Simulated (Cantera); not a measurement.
A closed system holds: 1 mol SiHCl3, 9.1 mol NH3, at 1.00 Torr.

Cantera equilibrium calculation (NASA polynomials, part measured and part estimated; ideal gas, pure solids and liquids). Candidate condensed phases: NH4Cl, Si, Si3N4; 28 gas species. The tables' values for SiCl, SiCl3 are old estimates; treat these amounts as uncertain. The numbers say what is thermodynamically allowed, not how fast it happens.

x: gas mole fraction; n: condensed amount in mol.

| T (°C) | x H2 | x N2 | x HCl | x SiCl2 | x H | n Si3N4(s) | n Si(l) |
|---|---|---|---|---|---|---|---|
| 625 | 0.648 | 0.199 | 0.153 | 2.53e-8 | 2.41e-9 | 0.332 | 0 |
| 725 | 0.648 | 0.199 | 0.153 | 8.99e-7 | 4.74e-8 | 0.332 | 0 |
| 825 | 0.648 | 0.199 | 0.153 | 1.65e-5 | 5.45e-7 | 0.333 | 0 |
| 925 | 0.648 | 0.199 | 0.153 | 0.000184 | 4.19e-6 | 0.331 | 0 |
| 1025 | 0.649 | 0.200 | 0.150 | 0.00136 | 2.36e-5 | 0.323 | 0 |
| 1125 | 0.652 | 0.202 | 0.139 | 0.00651 | 0.000105 | ___ | 0 |
| 1225 | 0.658 | 0.209 | 0.113 | 0.0187 | 0.000382 | ___ | 0 |
| 1325 | 0.666 | 0.217 | 0.0812 | 0.0340 | 0.00119 | ___ | 0 |
| 1425 | 0.658 | 0.225 | 0.0790 | 0.0341 | 0.00321 | ___ | 0.290 |

### Question
Some entries are withheld; supply them.

### Answer

- 1125, n Si3N4(s): 0.289
- 1225, n Si3N4(s): 0.208
- 1325, n Si3N4(s): 0.104
- 1425, n Si3N4(s): 0
